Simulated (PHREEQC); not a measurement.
Make-up at 20 °C: 0.03 mol/kgw HF, 0.0011 mol/kgw (NH4)2SiF6, 0.0011 mol/kgw HBF4 and 0.0015 mol/kgw HCl. Closed to the air; pH follows from the charge balance.

Model: ion-association model, wateq4f.dat, run in PHREEQC.

Each row changes one thing in this solution. This is a speciation only: nothing precipitates in the calculation.

```csv
case,pH,ionic strength (mol/kgw),F- (mol/kgw),H2F2 (mol/kgw),HF2- (mol/kgw),H4SiO4 (mol/kgw),SI of Quartz (SiO2)
as made,2.25,0.00946,0.00328,0.00164,0.000277,4.44e-10,-5.30
HCl replaced by RbCl at the same molality,2.32,0.0100,0.00381,0.00157,0.000315,3.57e-10,-5.39
(NH4)2SiF6 from 0.0011 to 0.00022 mol/kgw,2.25,0.00677,0.00323,0.00164,0.000274,9.34e-11,-5.97
temperature from 20 to 10 °C,2.23,0.00971,0.00356,0.00209,0.000258,8.70e-11,-5.85
(NH4)2SiF6 from 0.0011 to 0.011 mol/kgw,2.25,0.0395,0.00358,0.00161,0.000301,3.31e-9,-4.42
HBF4 from 0.0011 to 0.00121 mol/kgw,2.24,0.00954,0.00325,0.00164,0.000275,4.51e-10,-5.29
HBF4 replaced by Na2SiF6 at the same molality,2.30,0.0121,0.00369,0.00158,0.000307,7.35e-10,-5.08
(NH4)2SiF6 from 0.0011 to 0.0022 mol/kgw,2.25,0.0128,0.00333,0.00163,0.000281,8.45e-10,-5.02
```

wateq4f.dat counts part of the HF as a dimer, H2F2, which phreeqc.dat doesn't know; its constant is uncertain. Away from 25 °C the constants follow the database's enthalpies or fits; those with neither stay at their 25 °C values. SiF6-2 is the database's only silicon fluoride. Real BF4- forms and hydrolyses slowly; the run takes it at equilibrium.
